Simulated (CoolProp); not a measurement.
A single-stage vapour-compression cycle with R13: evaporating at 237.15 K (dew point), condensing at 265.15 K (bubble point), superheat 5 K, subcooling 8 K, compressor efficiency 0.75, no pressure losses. Each further row changes one setting.

Model: reference Helmholtz-energy equation of state, Platzer 1990, in CoolProp. This equation is an older, rougher fit; its heat capacities, sound speeds and derivatives of the liquid may be far off and weren't checked against measurements.

| case | cooling COP | pressure ratio | discharge temperature (K) | refrigerating effect (kJ/kg) | volumetric capacity (kJ/m³) |
|---|---|---|---|---|---|
| as stated | 5.54 | 2.31 | 284.5 | 105 | 4400 |
| evaporating temperature 242.15 K | 7.05 | 1.96 | 281.6 | 107 | 5260 |
| condensing temperature 260.15 K | 6.99 | 2.02 | 277.3 | 111 | 4630 |
| subcooling 13 K | 5.83 | 2.31 | 284.5 | 111 | 4630 |
| superheat 15 K | 5.51 | 2.31 | 294.8 | 112 | 4400 |
| compressor efficiency 0.65 | 4.80 | 2.31 | 288.2 | 105 | 4400 |
